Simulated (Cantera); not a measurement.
An adiabatic, constant-pressure homogeneous reactor starts with H₂ : O₂ : N₂ = 1 : 0.769 : 2.89 (molar parts), at 1248 K and 2500000 Pa. Integrator tolerance rtol = 1e-08.

Model: the H2/O2 subset of GRI-Mech 3.0, which has no nitrogen chemistry, integrated in Cantera. The hydrogen kinetics of GRI-Mech 3.0 are dated; newer H2 mechanisms differ, most at raised pressure. The pressure lies above the range GRI-Mech 3.0 was tuned for (to about 10 atm).

Q: What does this change do: H2 1 to 0.66 parts?

A: 
```tsv
quantity	before	after
time of steepest temperature rise	57.3 µs	68.9 µs
temperature at 0.400 s	2681 K	2313 K
equilibrium temperature	2681 K	2313 K
x(H₂) at 0.400 s	0.00251 (gas-phase equilibrium 0.00251)	0.000223 (gas-phase equilibrium 0.000223)
x(O₂) at 0.400 s	0.0618 (gas-phase equilibrium 0.0618)	0.109 (gas-phase equilibrium 0.109)
x(H) at 0.400 s	0.000534 (gas-phase equilibrium 0.000534)	3.11e-5 (gas-phase equilibrium 3.11e-5)
x(H₂O₂) at 0.400 s	2.90e-6 (gas-phase equilibrium 2.90e-6)	1.23e-6 (gas-phase equilibrium 1.23e-6)
x(HO₂) at 0.400 s	3.01e-5 (gas-phase equilibrium 3.01e-5)	1.48e-5 (gas-phase equilibrium 1.48e-5)
```

Q: What does this change do: O2 0.769 to 0.51 parts?

A: 
```csv
quantity,before,after
time of steepest temperature rise,57.3 µs,58.7 µs
temperature at 0.400 s,2681 K,2738 K
equilibrium temperature,2681 K,2738 K
x(H₂) at 0.400 s,0.00251 (gas-phase equilibrium 0.00251),0.0107 (gas-phase equilibrium 0.0107)
x(O₂) at 0.400 s,0.0618 (gas-phase equilibrium 0.0618),0.00588 (gas-phase equilibrium 0.00588)
x(H) at 0.400 s,0.000534 (gas-phase equilibrium 0.000534),0.00136 (gas-phase equilibrium 0.00136)
x(H₂O₂) at 0.400 s,2.90e-6 (gas-phase equilibrium 2.90e-6),1.03e-6 (gas-phase equilibrium 1.03e-6)
x(HO₂) at 0.400 s,3.01e-5 (gas-phase equilibrium 3.01e-5),5.95e-6 (gas-phase equilibrium 5.95e-6)
```
